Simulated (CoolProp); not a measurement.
The fluoroketone C6F12O (FK-5-1-12) along the isotherm 226.85 °C: Z from the reference equation and from simpler models built on Tc = 168.7 °C, pc = 1869 kPa, ω = 0.471; each cubic takes its own stable root.

The numbers come from the reference Helmholtz-energy equation of state, McLinden 2015 in CoolProp.

| p (kPa) | phase | reference |
|---|---|---|
| 59.1 | gas | 0.9930 |
| 135 | gas | 0.9840 |
| 306 | gas | 0.9637 |
| 697 | gas | 0.9162 |
| 1590 | gas | 0.7996 |
| 3610 | supercritical | 0.5278 |
| 8210 | supercritical | 0.6433 |
| 18700 | supercritical | 1.195 |

Problem. How far does each simpler model (van der Waals, Redlich-Kwong, Peng-Robinson) lie from the reference over these 8 states: mean and median of the absolute difference, and the worst?

Solution. 
- van der Waals: mean 7.7 %, median 1.6 %, worst +26.9 % at 226.85 °C and 18700 kPa
- Redlich-Kwong: mean 2.0 %, median 0.6 %, worst -9.0 % at 226.85 °C and 3610 kPa
- Peng-Robinson: mean 1.9 %, median 0.6 %, worst -6.9 % at 226.85 °C and 18700 kPa
